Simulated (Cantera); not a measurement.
Cantera run:

```python
import numpy as np
import cantera as ct

gas_names = """
    CL CLF CLF3 CLO CL2 F FO FO2 F2 F2O N NF NF2 NF3 NO NO2 NO3 N2 N2O O O2 O3 Si SiCL SiCL2 SiCL3 SiCL4
    SiF SiF2 SiF3 SiF4 SiN SiO SiO2 Si2 Si2N Si3
""".split()
cond_names = """
    Si(cr) Si(L) SiO2(Lqz) SiO2(hqz) SiO2(L) Si2N2O(s) Si3N4(a)
""".split()


# ... load() reads the species with a 1 bar reference pressure and builds the phases ...
atoms = {
    'SiO2': {'Si': 1, 'O': 2},
    'SiCl4': {'Si': 1, 'CL': 4},
    'O2': {'O': 2},
    'NF3': {'N': 1, 'F': 3},
}
top_T = {'Si2N2O(s)': 2100, 'Si3N4(a)': 2400}  # K; cautious upper limits of use, not melting points


# ... equilibrate(T, P, feed) seeds the gas with the atoms and calls Mixture.equilibrate('TP', solver="vcs", rtol=1e-11, max_steps=5000) ...
results = []
feed = {'SiO2': 1, 'SiCl4': 0.68, 'O2': 17, 'NF3': 2.1}  # mol
P = 330  # Pa
for T in [1123, 1223, 1323, 1423, 1523, 1623, 1723, 1823, 1923]:
    mix = equilibrate(T, P, feed)
    results.append((T, P, feed, dict(zip(mix.species_names, mix.species_moles))))

top = {s: max(r[3][s] / sum(r[3][g] for g in gas_names) for r in results) for s in gas_names}
cols = sorted((s for s in top if top[s] > 1e-05), key=lambda s: -top[s])[:5]
seen = [c for c in cond_names if any(r[3].get(c, 0) > 1e-12 for r in results)]
print("log10 of partial pressures in bar; condensed amounts in mol")
print(f"{'T/K':>10s}" + "".join(f"{s[:9]:>10s}" for s in cols + seen))
for T, P, feed, n in results:
    ng = sum(n[g] for g in gas_names)
    print(f"{T:10.4g}" + "".join(f"{np.log10(max(n[s] / ng * P / 1e5, 1e-99)):10.3f}" for s in cols)
          + "".join(f"{n.get(c, 0):10.4g}" for c in seen))
```

Output:

```
log10 of partial pressures in bar; condensed amounts in mol
       T/K        O2        CL      SiF4       CL2        N2 SiO2(hqz)   SiO2(L)
      1123    -2.571    -4.558    -3.626    -3.720    -3.802     0.105         0
      1223    -2.574    -4.115    -3.629    -3.784    -3.806     0.105         0
      1323    -2.580    -3.784    -3.635    -3.930    -3.812     0.105         0
      1423    -2.587    -3.572    -3.642    -4.203    -3.820     0.105         0
      1523    -2.592    -3.470    -3.647    -4.605    -3.826     0.105         0
      1623    -2.594    -3.432    -3.649    -5.063    -3.830    0.1052         0
      1723    -2.595    -3.420    -3.650    -5.511    -3.833         0    0.1054
      1823    -2.597    -3.417    -3.652    -5.925    -3.837         0     0.106
      1923    -2.599    -3.416    -3.654    -6.302    -3.841         0    0.1064
```

Method: chemical equilibrium by Gibbs-energy minimisation in Cantera with the NASA 1993 tables (ideal gas, pure condensed phases). The tables' values for SiF3, SiO2 are old estimates; treat these amounts as uncertain. The tables hold silica as quartz up to 1696 K and as liquid above; real silica turns to tridymite and cristobalite and melts near 1996 K.
